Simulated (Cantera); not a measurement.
A freely propagating, adiabatic, planar premixed flame of CH3OH : O2 : N2 = 1 : 1.15 : 4.34 (molar parts), equivalence ratio 1.3, unburnt at 323 K and 5.40 bar; mixture-averaged transport, grid criteria slope 0.08 and curve 0.16, no radiation.

Cantera simulation using GRI-Mech 3.0 (53 species, 325 reactions); the numbers are that mechanism's predictions, not measurements. GRI-Mech 3.0 was tuned for natural gas; its chemistry of methanol as a main component is partial and can be far from experiment. Burning velocities carry a grid error of a few per cent, more on coarse grids.

How do the results move with these cheaper or finer settings: unity-Lewis-number transport; multicomponent transport; multicomponent+Soret transport; grid criteria slope 0.5, curve 1; grid criteria slope 0.25, curve 0.5; grid criteria slope 0.03, curve 0.06?


```json
[
 {"setting": "as above", "laminar burning velocity": "37.0 cm/s", "thermal thickness": "0.0740 mm", "peak x(CO)": "0.0880", "peak x(H)": "0.00684", "grid points": "146"},
 {"setting": "unity-Lewis-number transport", "laminar burning velocity": "26.4 cm/s", "thermal thickness": "0.0986 mm", "peak x(CO)": "0.0780", "peak x(H)": "0.00857", "grid points": "140"},
 {"setting": "multicomponent transport", "laminar burning velocity": "37.2 cm/s", "thermal thickness": "0.0751 mm", "peak x(CO)": "0.0882", "peak x(H)": "0.00686", "grid points": "146"},
 {"setting": "multicomponent+Soret transport", "laminar burning velocity": "36.3 cm/s", "thermal thickness": "0.0758 mm", "peak x(CO)": "0.0877", "peak x(H)": "0.00678", "grid points": "148"},
 {"setting": "grid criteria slope 0.5, curve 1", "laminar burning velocity": "43.4 cm/s", "thermal thickness": "0.0817 mm", "peak x(CO)": "0.0887", "peak x(H)": "0.00725", "grid points": "36"},
 {"setting": "grid criteria slope 0.25, curve 0.5", "laminar burning velocity": "39.4 cm/s", "thermal thickness": "0.0762 mm", "peak x(CO)": "0.0881", "peak x(H)": "0.00697", "grid points": "59"},
 {"setting": "grid criteria slope 0.03, curve 0.06", "laminar burning velocity": "36.1 cm/s", "thermal thickness": "0.0738 mm", "peak x(CO)": "0.0877", "peak x(H)": "0.00674", "grid points": "320"}
]
```
The base run took very roughly 12 core-seconds.
Unity Lewis numbers drop preferential diffusion, which matters most where H2 and H carry the flame; Soret adds thermal diffusion.
